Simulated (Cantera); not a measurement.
## Thermodynamics of silicon oxide and oxynitride deposition, feed HMDSO + O3 + H2

Charge: 1 mol HMDSO, 0.72 mol O3, 0.62 mol H2, at 10.0 mbar.

Method: chemical equilibrium by Gibbs-energy minimisation in Cantera with the NASA 1993 tables (ideal gas, pure condensed phases). Candidate condensed phases: C, C6H6, C7H8, C8H18, H2O, Si, SiC, SiO2; 123 gas species. The feed counts by its element totals alone. Mutual solubility and eutectic melting of coexisting phases are not modelled. The tables hold silica as quartz up to 1696 K and as liquid above; real silica turns to tridymite and cristobalite and melts near 1996 K. Rates play no part.

From 1250 K to 1350 K the condensed part is C(graphite) + SiC(s) + SiO2(β-quartz). From 1400 K to 1850 K the condensed part is C(graphite) + SiC(s). The main Si-bearing gas is SiO throughout.

```tsv
T (K)	x H2	x CO	x H	x SiO	x C2H2 (acetylene)	x CH4	n C(graphite)	n SiC(s)	n SiO2(β-quartz)
1250	0.982	0.0183	4.79e-6	1.01e-5	2.47e-7	0.000106	5.31	0.509	1.49
1300	0.944	0.0557	1.07e-5	4.14e-5	5.44e-7	7.01e-5	4.73	0.704	1.30
1350	0.844	0.156	2.19e-5	0.000152	1.04e-6	4.10e-5	2.91	1.31	0.688
1400	0.753	0.247	4.22e-5	0.000309	1.90e-6	2.45e-5	0.848	2.00	0
1450	0.753	0.247	8.20e-5	0.000390	3.67e-6	1.87e-5	0.850	2.00	0
1500	0.753	0.247	0.000153	0.000484	6.79e-6	1.46e-5	0.852	1.99	0
1550	0.752	0.247	0.000273	0.000592	1.21e-5	1.15e-5	0.855	1.99	0
1600	0.752	0.246	0.000472	0.000715	2.07e-5	9.24e-6	0.858	1.99	0
1650	0.752	0.246	0.000788	0.000853	3.43e-5	7.52e-6	0.861	1.99	0
1700	0.752	0.246	0.00128	0.00101	5.52e-5	6.19e-6	0.864	1.99	0
1750	0.751	0.246	0.00202	0.00118	8.63e-5	5.15e-6	0.868	1.98	0
1800	0.750	0.246	0.00310	0.00136	0.000132	4.33e-6	0.872	1.98	0
1850	0.748	0.245	0.00466	0.00157	0.000196	3.67e-6	0.875	1.98	0
```
x: gas mole fraction; n: condensed amount in mol.
